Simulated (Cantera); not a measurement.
Input: 1 mol B, 1.1 mol O₂, a varied amount of N₂, at 743 Torr.

These are equilibrium values from Cantera (NASA tables, ideal gas, pure condensed phases), not measurements of a reactor. Candidate condensed phases: B, BN, B₂O₃; 17 gas species. Rates play no part.

Stable condensed phases, one row left out:

```
T in K \ n(N₂) in mol
         0.44 0.82  1.6  2.9  5.5   10   20   37   69
   2348     A    A    A    A    A    A    A    A    A
   2248     A    A    A    A    A    A    A    A    A
   2148     B    B    B    A    A    A    A    A    A
   2048     B    B    B    B    B    A    A    A    A
   1948     B    B    B    B    B    B    B    A    A
   1748     B    B    B    B    B    B    B    B    B
   1648     B    B    B    B    B    B    B    B    B
   1548     B    B    B    B    B    B    B    B    B
   1448     B    B    B    B    B    B    B    B    B
   1348     B    B    B    B    B    B    B    B    B
   1248     B    B    B    B    B    B    B    B    B
```

A: gas only; B: B₂O₃.

### Question
Give the row for 1848 K.

### Answer
0.44: B₂O₃; 0.82: B₂O₃; 1.6: B₂O₃; 2.9: B₂O₃; 5.5: B₂O₃; 10: B₂O₃; 20: B₂O₃; 37: B₂O₃; 69: B₂O₃.
